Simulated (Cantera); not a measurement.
An adiabatic, constant-pressure homogeneous reactor starts with 6.25 % CH₄, 2.31 % CO, 22.7 % O₂, 56.8 % N₂, 11.9 % H₂O, at 1700 K and 1.00 atm.

Computed with Cantera and GRI-Mech 3.0 (53 species, 325 reactions).

**Question.** Predict: time of steepest temperature rise; temperature at 10.0 s; equilibrium temperature; x(CO) at 10.0 s; x(O₂) at 10.0 s; x(N₂O) at 10.0 s; x(H₂) at 10.0 s.

**Answer.** 
```json
{
 "time_of_steepest_temperature_rise": "0.162 ms",
 "temperature at 10.0 s": "2651 K",
 "equilibrium_temperature": "2651 K",
 "x(CO) at 10.0 s": "0.0178 (gas-phase equilibrium 0.0178)",
 "x(O₂) at 10.0 s": "0.0850 (gas-phase equilibrium 0.0850)",
 "x(N₂O) at 10.0 s": "7.40e-7 (gas-phase equilibrium 7.40e-7)",
 "x(H₂) at 10.0 s": "0.00878 (gas-phase equilibrium 0.00878)"
}
```
